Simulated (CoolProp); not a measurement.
Vapour-liquid equilibrium of p-xylene (1) + n-decane (2) at 0.0929 bar; x and y are mole fractions of (1).

Values from CoolProp's multi-fluid Helmholtz-energy mixture model, Zhou 2012 and Lemmon 2006; pair parameters Bell 2016.

| x | bubble temperature, mixture model (°C) | bubble temperature, Raoult's law (°C) | y, mixture model | y, Raoult's law |
|---|---|---|---|---|
| 0.05 | 96.0 | 96.4 | 0.167 | 0.153 |
| 0.125 | [?] | 92.6 | 0.355 | 0.334 |
| 0.2 | [?] | 89.2 | 0.493 | 0.473 |
| 0.275 | 84.9 | 86.1 | 0.597 | 0.582 |
| 0.35 | [?] | 83.3 | 0.677 | 0.668 |
| 0.425 | 79.8 | 80.8 | [?] | 0.738 |
| 0.5 | 77.6 | 78.5 | [?] | 0.795 |
| 0.575 | 75.7 | 76.4 | 0.838 | 0.842 |
| 0.65 | [?] | 74.5 | 0.875 | 0.881 |
| 0.725 | 72.3 | 72.7 | 0.908 | 0.914 |
| 0.8 | 70.7 | 71.0 | [?] | 0.943 |
| 0.875 | 69.3 | 69.4 | 0.962 | 0.967 |
| 0.95 | 67.9 | 68.0 | 0.986 | 0.988 |

Problem. Fill in the missing entries.

Solution. 
- 0.125, bubble temperature, mixture model (°C): 91.7
- 0.2, bubble temperature, mixture model (°C): 88.1
- 0.35, bubble temperature, mixture model (°C): 82.2
- 0.425, y, mixture model: 0.741
- 0.5, y, mixture model: 0.794
- 0.65, bubble temperature, mixture model (°C): 73.9
- 0.8, y, mixture model: 0.937

The largest gap from Raoult's law is -1.2 K in bubble temperature, at x = 0.275. No azeotrope shows between x = 0.05 and 0.95.

The pair parameters rest on a limited set of measurements; away from them the model extrapolates.
